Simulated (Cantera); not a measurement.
An adiabatic, constant-pressure homogeneous reactor starts with CH4 : O2 : N2 = 1 : 2.04 : 7.67 (molar parts), at 1725 K and 1300000 Pa. Integrator tolerance rtol = 1e-08.

Computed with Cantera and GRI-Mech 3.0 (53 species, 325 reactions). The pressure lies above the range GRI-Mech 3.0 was tuned for (to about 10 atm). Above 3000 K some thermodynamic fits are extrapolated.

Problem. What does this change do: N2 7.67 to 6 parts?

Solution. 
```
quantity                                                            before                                    after
---------------------------------  ---------------------------------------  ---------------------------------------
time of steepest temperature rise                                  22.8 µs                                  18.9 µs
temperature at 1.00 s                                               3003 K                                   3100 K
equilibrium temperature                                             3003 K                                   3100 K
x(CH4) at 1.00 s                     <1e-12 (gas-phase equilibrium <1e-12)    <1e-12 (gas-phase equilibrium <1e-12)
x(O2) at 1.00 s                      0.0176 (gas-phase equilibrium 0.0176)    0.0229 (gas-phase equilibrium 0.0229)
x(CO) at 1.00 s                      0.0372 (gas-phase equilibrium 0.0372)    0.0489 (gas-phase equilibrium 0.0489)
x(HO2) at 1.00 s                   1.55e-5 (gas-phase equilibrium 1.55e-5)  2.39e-5 (gas-phase equilibrium 2.39e-5)
x(CO2) at 1.00 s                     0.0527 (gas-phase equilibrium 0.0527)    0.0562 (gas-phase equilibrium 0.0562)
x(C2H4) at 1.00 s                    <1e-12 (gas-phase equilibrium <1e-12)    <1e-12 (gas-phase equilibrium <1e-12)
x(O) at 1.00 s                     0.00422 (gas-phase equilibrium 0.00422)  0.00666 (gas-phase equilibrium 0.00666)
```

Problem. What does this change do: pressure from 1300000 Pa to 31000 Pa?

Solution. 
| quantity | before | after |
|---|---|---|
| time of steepest temperature rise | 22.8 µs | 0.525 ms |
| temperature at 1.00 s | 3003 K | 2712 K |
| equilibrium temperature | 3003 K | 2712 K |
| x(CH4) at 1.00 s | <1e-12 (gas-phase equilibrium <1e-12) | <1e-12 (gas-phase equilibrium <1e-12) |
| x(O2) at 1.00 s | 0.0176 (gas-phase equilibrium 0.0176) | 0.0258 (gas-phase equilibrium 0.0258) |
| x(CO) at 1.00 s | 0.0372 (gas-phase equilibrium 0.0372) | 0.0473 (gas-phase equilibrium 0.0473) |
| x(HO2) at 1.00 s | 1.55e-5 (gas-phase equilibrium 1.55e-5) | 4.24e-6 (gas-phase equilibrium 4.24e-6) |
| x(CO2) at 1.00 s | 0.0527 (gas-phase equilibrium 0.0527) | 0.0406 (gas-phase equilibrium 0.0406) |
| x(C2H4) at 1.00 s | <1e-12 (gas-phase equilibrium <1e-12) | <1e-12 (gas-phase equilibrium <1e-12) |
| x(O) at 1.00 s | 0.00422 (gas-phase equilibrium 0.00422) | 0.0110 (gas-phase equilibrium 0.0110) |

Problem. What does this change do: pressure from 1300000 Pa to 100000 Pa?

Solution. 
```tsv
quantity	before	after
time of steepest temperature rise	22.8 µs	0.183 ms
temperature at 1.00 s	3003 K	2807 K
equilibrium temperature	3003 K	2807 K
x(CH4) at 1.00 s	<1e-12 (gas-phase equilibrium <1e-12)	<1e-12 (gas-phase equilibrium <1e-12)
x(O2) at 1.00 s	0.0176 (gas-phase equilibrium 0.0176)	0.0234 (gas-phase equilibrium 0.0234)
x(CO) at 1.00 s	0.0372 (gas-phase equilibrium 0.0372)	0.0448 (gas-phase equilibrium 0.0448)
x(HO2) at 1.00 s	1.55e-5 (gas-phase equilibrium 1.55e-5)	6.61e-6 (gas-phase equilibrium 6.61e-6)
x(CO2) at 1.00 s	0.0527 (gas-phase equilibrium 0.0527)	0.0437 (gas-phase equilibrium 0.0437)
x(C2H4) at 1.00 s	<1e-12 (gas-phase equilibrium <1e-12)	<1e-12 (gas-phase equilibrium <1e-12)
x(O) at 1.00 s	0.00422 (gas-phase equilibrium 0.00422)	0.00857 (gas-phase equilibrium 0.00857)
```
